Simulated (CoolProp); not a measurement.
Vapour-liquid equilibrium of diethyl ether (1) + n-hexane (2) at 354.9 K; x and y are mole fractions of (1).

The numbers come from the multi-fluid Helmholtz-energy mixture model, Thol 2014 and Thol 2019; pair parameters Bell 2016 in CoolProp.

```
x     bubble pressure, mixture model (bar)  bubble pressure, Raoult's law (bar)  y, mixture model  y, Raoult's law
----  ------------------------------------  -----------------------------------  ----------------  ---------------
0.05                                     ?                                1.635             0.141            0.129
0.15                                 1.990                                1.906             0.341            0.331
0.25                                     ?                                2.177             0.480            0.483
0.35                                 2.549                                2.448             0.587            0.602
0.45                                 2.808                                2.719             0.674            0.697
0.55                                 3.062                                2.990             0.748            0.774
0.65                                 3.313                                3.261             0.813            0.839
0.75                                 3.565                                3.532             0.873            0.894
0.85                                 3.820                                3.803             0.927            0.941
0.95                                     ?                                4.074                 ?            0.982
```

**Question.** What belongs in the gaps?

**Answer.** 
- 0.05, bubble pressure, mixture model (bar): 1.673
- 0.25, bubble pressure, mixture model (bar): 2.279
- 0.95, bubble pressure, mixture model (bar): 4.079
- 0.95, y, mixture model: 0.977

The largest gap from Raoult's law is +4.7 % in bubble pressure, at x = 0.25. No azeotrope shows between x = 0.05 and 0.95.

Pair parameters are fitted to limited data, so mixtures are less certain than the pure fluids.
